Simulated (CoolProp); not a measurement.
R245ca at 362.55 K and 2.44 MPa is throttled through a valve to 0.163 MPa with no heat exchange. Each further row changes one setting.

Model: reference Helmholtz-energy equation of state, Zhou 2016, in CoolProp.

```json
[
 {"case": "as stated", "temperature change (K)": "?", "final phase": "two-phase, vapour fraction 0.379", "final density (kg/m³)": "23.3"},
 {"case": "outlet pressure 0.0489 MPa", "temperature change (K)": "?", "final phase": "?", "final density (kg/m³)": "5.27"},
 {"case": "outlet pressure 0.212 MPa", "temperature change (K)": "?", "final phase": "?", "final density (kg/m³)": "?"}
]
```

Task: Some entries are withheld; supply them.

Result: 
- as stated, temperature change (K): -51.2
- outlet pressure 0.0489 MPa, temperature change (K): -81.7
- outlet pressure 0.0489 MPa, final phase: two-phase, vapour fraction 0.544
- outlet pressure 0.212 MPa, temperature change (K): -43.4
- outlet pressure 0.212 MPa, final phase: two-phase, vapour fraction 0.331
- outlet pressure 0.212 MPa, final density (kg/m³): 34.0
